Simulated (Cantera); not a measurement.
Thermodynamics of hydrogen reduction and annealing atmospheres, feed FeS + H2

Input: 1 mol FeS, 1500 mol H2, at 220000 Pa.

Cantera equilibrium calculation (NASA polynomials, part measured and part estimated; ideal gas, pure solids and liquids). Candidate condensed phases: Fe, FeS, FeS2, S; 8 gas species. Kinetics and transport are ignored.

| T (°C) | x H2 | x H | x H2S | x Fe | n Fe(α) | n Fe(γ) | n Fe(δ) | n Fe(l) |
|---|---|---|---|---|---|---|---|---|
| 725 | 0.999 | 1.45e-9 | 0.000667 | <1e-12 | 1.00 | 0 | 0 | 0 |
| 825 | 0.999 | 1.67e-8 | 0.000667 | <1e-12 | 1.00 | 0 | 0 | 0 |
| 925 | 0.999 | 1.28e-7 | 0.000667 | 2.11e-11 | 0 | 1.00 | 0 | 0 |
| 1025 | 0.999 | 7.22e-7 | 0.000666 | 4.69e-10 | 0 | 1.000 | 0 | 0 |
| 1125 | 0.999 | 3.19e-6 | 0.000666 | 6.63e-9 | 0 | 1.000 | 0 | 0 |
| 1225 | 0.999 | 1.16e-5 | 0.000665 | 6.53e-8 | 0 | 1.000 | 0 | 0 |
| 1325 | 0.999 | 3.59e-5 | 0.000662 | 4.80e-7 | 0 | 0.999 | 0 | 0 |
| 1425 | 0.999 | 9.75e-5 | 0.000657 | 2.77e-6 | 0 | 0 | 0.996 | 0 |
| 1525 | 0.999 | 0.000237 | 0.000649 | 1.30e-5 | 0 | 0 | 0.980 | 0 |
| 1625 | 0.999 | 0.000527 | 0.000635 | 4.94e-5 | 0 | 0 | 0 | 0.926 |
| 1725 | 0.998 | 0.00108 | 0.000614 | 0.000162 | 0 | 0 | 0 | 0.757 |
| 1825 | 0.997 | 0.00207 | 0.000585 | 0.000472 | 0 | 0 | 0 | 0.291 |
| 1925 | 0.995 | 0.00374 | 0.000547 | 0.000665 | 0 | 0 | 0 | 0 |
x: gas mole fraction; n: condensed amount in mol.

From 725 °C to 825 °C the condensed part is Fe(α). From 925 °C to 1325 °C the condensed part is Fe(γ). From 1425 °C to 1525 °C the condensed part is Fe(δ). From 1625 °C to 1825 °C the condensed part is Fe(l). At 1925 °C nothing is condensed.
